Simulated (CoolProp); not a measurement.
Aqueous potassium formate as a coolant, at 39 °C, 1 atm.

Values from CoolProp's Melinder's fits for secondary coolants.

```csv
mass %,freezing point (°C),viscosity (mPa s),Prandtl number,density (kg/m³),cp (kJ/(kg K))
2.3,-1.0,0.704,4.63,1007,4.092
9.6,-4.7,0.789,5.00,1051,3.832
16.9,-9.3,0.884,5.37,1096,3.584
24.1,-15.1,1.03,5.99,1142,3.352
31.4,-22.8,1.21,6.76,1192,3.137
38.7,-32.9,1.40,7.58,1244,2.946
46,-45.9,1.67,8.87,1300,2.775
```
